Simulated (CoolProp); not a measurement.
Vapour-liquid equilibrium of R134a (1) + dimethyl ether (2) at 0.844 bar; x and y are mole fractions of (1).

Computed with CoolProp (multi-fluid Helmholtz-energy mixture model, Tillner-Roth 1994 and Wu 2011; pair parameters Bell 2016).

| x | bubble temperature, mixture model (°C) | bubble temperature, Raoult's law (°C) | y, mixture model | y, Raoult's law |
|---|---|---|---|---|
| 0.05 | -28.6 | -29.0 | 0.038 | 0.053 |
| 0.125 | -28.1 | -29.0 | 0.102 | 0.131 |
| 0.2 | -27.8 | -29.1 | 0.176 | 0.208 |
| 0.275 | -27.6 | -29.2 | 0.258 | 0.285 |
| 0.35 | -27.4 | -29.3 | 0.344 | 0.362 |
| 0.425 | -27.5 | -29.4 | 0.433 | 0.437 |
| 0.5 | -27.6 | -29.5 | 0.521 | 0.513 |
| 0.575 | -27.8 | -29.5 | 0.607 | 0.587 |
| 0.65 | -28.1 | -29.6 | 0.689 | 0.661 |
| 0.725 | -28.4 | -29.7 | 0.766 | 0.735 |
| 0.8 | -28.8 | -29.8 | 0.837 | 0.808 |
| 0.875 | -29.3 | -29.9 | 0.903 | 0.880 |
| 0.95 | -29.7 | -29.9 | 0.963 | 0.952 |

The largest gap from Raoult's law is +1.9 K in bubble temperature, at x = 0.425. y crosses x between x = 0.35 and 0.425: the model has an azeotrope there.

Pair parameters are fitted to limited data, so mixtures are less certain than the pure fluids.
